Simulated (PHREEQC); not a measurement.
**Leach liquor: an equilibrium model**

Consider water at 25 °C with 80 mmol/kgw HCl and 0.28 mmol/kgw MnSO4. Closed to the air; pH follows from the charge balance.

Computed with PHREEQC (ion-association model, phreeqc.dat).

Precipitation was switched off in this run.

Predict the pH, density.

pH 1.18; density 0.999 g/cm³.

In which forms is Mn present?

Mn+2 88 %, MnCl+ 12 % of the Mn.

Complexes and solids missing from the database can't appear.
